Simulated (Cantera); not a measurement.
Input (Python, Cantera) and output of one run.

```python
import numpy as np
import cantera as ct

gas_names = """
    N P4O10 P2 NO P4
""".split()
cond_names = """

""".split()


# ... load() reads the species with a 1 bar reference pressure and builds the phases ...
species = {s.name: s for s in load("nasa_gas.yaml", gas_names) + load("nasa_condensed.yaml", cond_names)}
# Each term lists the table entries of one substance; the one whose range holds T is used.
reactions = {
    '10 N(g) + P4O10(g) = 2 P2(g) + 10 NO(g)':
        [(-10, ['N']), (-1, ['P4O10']), (2, ['P2']), (10, ['NO'])],
    '2 P2(g) = P4(g)':
        [(-2, ['P2']), (1, ['P4'])],
}


def pick(names, T):
    return next(species[n] for n in names if species[n].thermo.min_temp <= T <= species[n].thermo.max_temp)


results = []
for label, terms in reactions.items():
    print(label)
    print("     T/K   dH/kJ  dS/(J/K)   dG/kJ   log10 K")
    for T in [300, 350, 400, 450, 500, 550, 600, 650, 700]:
        used = [(nu, pick(names, T)) for nu, names in terms]
        dH = sum(nu * s.thermo.h(T) for nu, s in used) / 1e6
        dS = sum(nu * s.thermo.s(T) for nu, s in used) / 1e3
        dG = dH - T * dS / 1e3
        logK = -dG * 1e6 / (ct.gas_constant * T * np.log(10))
        results.append((label, T, dH, dS, dG, logK, [s.name for _, s in used]))
        print(f"{T:8g} {dH:8.1f} {dS:8.1f} {dG:8.1f} {logK:8.2f}")
```

Output:

```
10 N(g) + P4O10(g) = 2 P2(g) + 10 NO(g)
     T/K   dH/kJ  dS/(J/K)   dG/kJ   log10 K
     300   -622.7    606.5   -804.7   140.10
     350   -624.9    599.7   -834.8   124.59
     400   -628.0    591.5   -864.6   112.91
     450   -631.7    582.8   -894.0   103.77
     500   -635.9    574.0   -922.9    96.41
     550   -640.4    565.4   -951.4    90.35
     600   -645.2    557.2   -979.4    85.27
     650   -650.1    549.3  -1007.1    80.93
     700   -655.0    541.9  -1034.4    77.19
2 P2(g) = P4(g)
     T/K   dH/kJ  dS/(J/K)   dG/kJ   log10 K
     300   -228.4   -156.2   -181.5    31.60
     350   -228.2   -155.6   -173.7    25.92
     400   -227.9   -154.9   -165.9    21.67
     450   -227.6   -154.2   -158.2    18.37
     500   -227.3   -153.5   -150.5    15.73
     550   -226.9   -152.8   -142.9    13.57
     600   -226.5   -152.2   -135.2    11.77
     650   -226.2   -151.6   -127.7    10.26
     700   -225.8   -151.0   -120.1     8.96
```

Standard-state values (1 bar) from the NASA 1993 polynomials, evaluated with Cantera. Condensed species are held in their standard states even where they would react or evaporate.
